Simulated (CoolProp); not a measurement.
A single-stage vapour-compression cycle with propane: evaporating at 242.15 K (dew point), condensing at 269.15 K (bubble point), superheat 2 K, subcooling 2 K, compressor efficiency 0.85, no pressure losses. Each further row changes one setting.

Values from CoolProp's reference Helmholtz-energy equation of state, Lemmon 2009.

```csv
case,cooling COP,pressure ratio,discharge temperature (K),refrigerating effect (kJ/kg),volumetric capacity (kJ/m³)
as stated,6.94,2.60,282.7,357,1320
evaporating temperature 247.15 K,___,___,280.1,363,1610
condensing temperature 264.15 K,8.69,2.21,276.1,369,1360
subcooling 7 K,7.17,2.60,282.7,369,1360
superheat 12 K,6.90,2.60,292.9,372,1310
compressor efficiency 0.75,___,2.60,286.7,357,1320
```

**Question.** Some entries are withheld; supply them.

**Answer.** 
- evaporating temperature 247.15 K, cooling COP: 8.84
- evaporating temperature 247.15 K, pressure ratio: 2.14
- compressor efficiency 0.75, cooling COP: 6.12
